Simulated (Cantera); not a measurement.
Input: 1 mol Ta, 11 mol H₂O, 40 mol H₂, equilibrated at 1330 Pa.

Method: chemical equilibrium by Gibbs-energy minimisation in Cantera with the NASA 1993 tables (ideal gas, pure condensed phases). Candidate condensed phases: H₂O, Ta, Ta₂O₅; 12 gas species. Equilibrium is a limit: real reactors are often held back by kinetics, nucleation or transport.

x: gas mole fraction; n: condensed amount in mol.

```
T (K)   x H₂     x H  x H₂O    x TaO₂     x OH  n Ta₂O₅(l)
-----  -----  ------  -----  --------  -------  ----------
2200   0.793  0.0434  0.162  0.000205  0.00124       0.495
2250   0.781  0.0568  0.160  0.000413  0.00175       0.489
2300   0.765     [?]  0.158       [?]      [?]       0.479
2350   0.746  0.0933  0.155   0.00152  0.00335       0.459
2400   0.723   0.117  0.152   0.00278  0.00454       0.424
2450   0.694   0.145  0.149   0.00494  0.00606       0.362
2500   0.661     [?]  0.144       [?]      [?]         [?]
2550   0.620   0.213  0.139    0.0143   0.0105      0.0773
```

**Question.** Some entries are withheld; supply them.

**Answer.** 
- 2300, x H: 0.0733
- 2300, x TaO₂: 0.000805
- 2300, x OH: 0.00244
- 2500, x H: 0.177
- 2500, x TaO₂: 0.00852
- 2500, x OH: 0.00801
- 2500, n Ta₂O₅(l): 0.256
